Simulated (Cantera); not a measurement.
Thermodynamics of carbothermic reduction, feed Fe3O4 + CH4 + CO

Input: 1 mol Fe3O4, 0.94 mol CH4, 0.34 mol CO, held at 100 Torr.

These are equilibrium values from Cantera (NASA tables, ideal gas, pure condensed phases), not measurements of a reactor. Candidate condensed phases: C, C6H6, C7H8, C8H18, Fe, Fe(CO)5, FeO, Fe(OH)2, Fe(OH)3, Fe2O3, Fe3O4, H2O; 114 gas species. Each liquid is taken as pure. Mutual solubility and eutectic melting of coexisting phases are not modelled. The tables' stoichiometric FeO is somewhat more stable than real wüstite, so its field is too wide. FeO: taken at fixed stoichiometry. Equilibrium is a limit: real reactors are often held back by kinetics, nucleation or transport.

| T (°C) | log p H2 | log p CO | log p H2O | log p CO2 | log p CH4 | n Fe(α) | n FeO(s) | n Fe(γ) | n Fe(δ) | n FeO(l) | n Fe(l) |
|---|---|---|---|---|---|---|---|---|---|---|---|
| 652 | -1.16 | -1.38 | -2.00 | -1.91 | -3.34 | 0.454 | 2.55 | 0 | 0 | 0 | 0 |
| 727 | -1.17 | -1.37 | -1.92 | -1.96 | -4.39 | 0.485 | 2.52 | 0 | 0 | 0 | 0 |
| 802 | -1.18 | -1.36 | -1.86 | -2.00 | -5.30 | 0.510 | 2.49 | 0 | 0 | 0 | 0 |
| 877 | -1.20 | -1.35 | -1.80 | -2.03 | -6.11 | 0.541 | 2.46 | 0 | 0 | 0 | 0 |
| 952 | -1.21 | -1.35 | -1.75 | -2.05 | -6.82 | 0 | 2.43 | 0.574 | 0 | 0 | 0 |
| 1027 | -1.22 | -1.34 | -1.71 | -2.07 | -7.45 | 0 | 2.40 | 0.605 | 0 | 0 | 0 |
| 1102 | -1.24 | -1.34 | -1.67 | -2.09 | -8.01 | 0 | 2.37 | 0.633 | 0 | 0 | 0 |
| 1177 | -1.25 | -1.33 | -1.65 | -2.11 | -8.51 | 0 | 2.34 | 0.658 | 0 | 0 | 0 |
| 1252 | -1.26 | -1.33 | -1.62 | -2.13 | -8.96 | 0 | 2.32 | 0.680 | 0 | 0 | 0 |
| 1327 | -1.26 | -1.33 | -1.60 | -2.15 | -9.36 | 0 | 2.30 | 0.700 | 0 | 0 | 0 |
| 1402 | -1.27 | -1.33 | -1.59 | -2.17 | -9.71 | 0 | 0 | 0 | 0.703 | 2.30 | 0 |
| 1477 | -1.27 | -1.32 | -1.60 | -2.21 | -9.99 | 0 | 0 | 0 | 0.679 | 2.32 | 0 |
| 1552 | -1.26 | -1.32 | -1.61 | -2.25 | -10.25 | 0 | 0 | 0 | 0 | 2.34 | 0.661 |
| 1627 | -1.27 | -1.31 | -1.60 | -2.27 | -10.51 | 0 | 0 | 0 | 0 | 2.34 | 0.658 |
log p: log10 of the partial pressure in bar; n: condensed amount in mol.

From 652 °C to 877 °C the condensed part is Fe(α) + FeO(s). From 952 °C to 1327 °C the condensed part is Fe(γ) + FeO(s). From 1402 °C to 1477 °C the condensed part is Fe(δ) + FeO(l). From 1552 °C to 1627 °C the condensed part is Fe(l) + FeO(l).
